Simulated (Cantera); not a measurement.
Cantera run:

```python
import numpy as np
import cantera as ct

gas_names = [...]  # 139 gases of nasa_gas.yaml made of C, H, N, O, Pb
cond_names = """
    C(gr) C6H6(L) C7H8(L) C8H18(L),n-octa H2O(s) H2O(L) Pb(cr) Pb(L) PbO(rd) PbO(yw) PbO(L) PbO2(s)
    Pb3O4(s)
""".split()


# ... load() reads the species with a 1 bar reference pressure and builds the phases ...
atoms = {
    'PbO': {'Pb': 1, 'O': 1},
    'CH4': {'C': 1, 'H': 4},
    'N2': {'N': 2},
}
top_T = {'C(gr)': 4500, 'Pb3O4(s)': 820}  # K; cautious upper limits of use, not melting points


# ... equilibrate(T, P, feed) seeds the gas with the atoms and calls Mixture.equilibrate('TP', solver="vcs", rtol=1e-11, max_steps=5000) ...
results = []
feed = {'PbO': 1, 'CH4': 3.5, 'N2': 0.12}  # mol
T = 1798.15  # K
for P in [10, 42, 180, 750, 3200, 13000, 56000, 240000, 1000000]:
    mix = equilibrate(T, P, feed)
    results.append((T, P, feed, dict(zip(mix.species_names, mix.species_moles))))

top = {s: max(r[3][s] / sum(r[3][g] for g in gas_names) for r in results) for s in gas_names}
cols = sorted((s for s in top if top[s] > 0.0001), key=lambda s: -top[s])[:9]
seen = [c for c in cond_names if any(r[3].get(c, 0) > 1e-12 for r in results)]
print("log10 of partial pressures in bar; condensed amounts in mol")
print(f"{'P/Pa':>10s}" + "".join(f"{s[:9]:>10s}" for s in cols + seen))
for T, P, feed, n in results:
    ng = sum(n[g] for g in gas_names)
    print(f"{P:10.4g}" + "".join(f"{np.log10(max(n[s] / ng * P / 1e5, 1e-99)):10.3f}" for s in cols)
          + "".join(f"{n.get(c, 0):10.4g}" for c in seen))
```

It prints:

```
log10 of partial pressures in bar; condensed amounts in mol
      P/Pa        H2        CO        Pb         H        N2       CH4       HCN       H2O       Pb2     C(gr)     Pb(L)
        10    -4.131    -4.967    -4.967    -5.518    -5.898   -11.372    -7.230   -12.638   -12.060     2.492         0
        42    -3.499    -4.340    -4.340    -5.203    -5.271   -10.110    -6.601   -11.380   -10.806     2.492         0
       180    -2.864    -3.706    -3.706    -4.885    -4.638    -8.838    -5.966   -10.111    -9.539     2.492         0
       750    -2.242    -3.086    -3.086    -4.574    -4.017    -7.595    -5.345    -8.869    -8.298     2.492         0
      3200    -1.611    -2.455    -2.455    -4.258    -3.386    -6.333    -4.714    -7.607    -7.037     2.492         0
   1.3e+04    -1.002    -1.846    -1.846    -3.954    -2.777    -5.114    -4.105    -6.389    -5.819     2.491         0
   5.6e+04    -0.367    -1.212    -1.212    -3.636    -2.143    -3.846    -3.471    -5.120    -4.551      2.49         0
   2.4e+05     0.264    -0.579    -0.581    -3.321    -1.511    -2.583    -2.839    -3.856    -3.288     2.482         0
     1e+06     0.920     0.080    -0.573    -2.993    -0.850    -1.271    -2.181    -2.541    -3.272     2.449    0.7772
```

Equilibrium computed with Cantera from the NASA thermochemical tables; the gas is ideal and each condensed phase is pure.
